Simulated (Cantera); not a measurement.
## Equilibrium for fluorocarbon and chlorocarbon gases: c-C4F8 + CH4 + H2

Feed: 1 mol c-C4F8, 0.012 mol CH4, 4.1 mol H2, at 48.0 Pa.

Method: chemical equilibrium by Gibbs-energy minimisation in Cantera with the NASA 1993 tables (ideal gas, pure condensed phases). Candidate condensed phases: C, C6H6, C7H8, C8H18; 95 gas species. The feed counts by its element totals alone. The numbers say what is thermodynamically allowed, not how fast it happens.

| T (°C) | log p HF | log p H | log p F | log p H2 | log p C3 | n C(graphite) |
|---|---|---|---|---|---|---|
| 1075 | -3.33 | -8.20 | -11.48 | -5.14 | <-15 | 4.01 |
| 1225 | -3.33 | -7.33 | -10.09 | -5.14 | <-15 | 4.01 |
| 1375 | -3.33 | -6.62 | -8.94 | -5.14 | -15.15 | 4.01 |
| 1525 | -3.33 | -6.04 | -7.98 | -5.16 | -12.97 | 4.01 |
| 1675 | -3.33 | -5.56 | -7.14 | -5.22 | -11.13 | 4.01 |
| 1825 | -3.33 | -5.20 | -6.38 | -5.37 | -9.56 | 4.01 |
| 1975 | -3.33 | -4.93 | -5.66 | -5.60 | -8.20 | 4.01 |
| 2125 | -3.35 | -4.70 | -5.05 | -5.79 | -7.02 | 4.00 |
| 2275 | -3.38 | -4.43 | -4.60 | -5.84 | -5.99 | 3.93 |
log p: log10 of the partial pressure in bar; n: condensed amount in mol.

From 1075 °C to 2275 °C the condensed part is C(graphite). The main C-bearing gas is C2H2 (acetylene) at 1075 °C and C3 at 2275 °C.
